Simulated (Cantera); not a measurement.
A closed system holds: 1 mol CH3SiCl3, 0.019 mol C2H2, 1200 mol H2, equilibrated at 2200 °C and 0.00133 bar.

Cantera equilibrium calculation (NASA polynomials, part measured and part estimated; ideal gas, pure solids and liquids). Candidate condensed phases: C, C6H6, C7H8, C8H18, Si, SiC; 109 gas species. The feed counts by its element totals alone. Equilibrium is a limit: real reactors are often held back by kinetics, nucleation or transport.

Base state: H2 0.546, H 0.451, HCl 0.00122, Cl 0.000712, Si 0.000629, C2H2 (acetylene) 0.000292, C 2.02e-5, C2H 1.64e-5 (mole fractions); condensed: gas only.

Problem. What changes in the equilibrium state with this change: H2 from 1200 to 2.1 mol?

Solution. 
| species | before | after |
|---|---|---|
| H | 0.451 | 0.288 |
| H2 | 0.546 | 0.222 |
| HCl | 0.00122 | 0.189 |
| Cl | 0.000712 | 0.173 |
| SiC2 | 8.36e-6 | 0.0213 |
| Si | 0.000629 | 0.0890 |
| SiCl2 | <1e-9 | 0.00741 |
| Si2C | 1.90e-8 | 0.00162 |
| SiCl | 1.77e-7 | 0.00609 |
| Si2 | 3.49e-9 | 6.99e-5 |
| C2HCl | 7.13e-9 | 2.00e-5 |
| C(graphite), mol | 0 | 0.647 |
The tables' values for SiCl are old estimates; treat these amounts as uncertain.
